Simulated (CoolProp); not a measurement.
Computed with CoolProp (reference Helmholtz-energy equation of state, Thol 2015).

Question: For octamethylcyclotetrasiloxane (D4), give the phase and the density (kg/m³), expansivity (1/kK), fugacity coefficient at 462.8 K and 2.43 MPa; 580.2 K and 0.626 MPa.

Answer: 
- 462.8 K and 2.43 MPa: liquid; density 759, expansivity 1.76, fugacity coefficient 0.0674
- 580.2 K and 0.626 MPa: gas; density 48.0, expansivity 3.83, fugacity coefficient 0.833
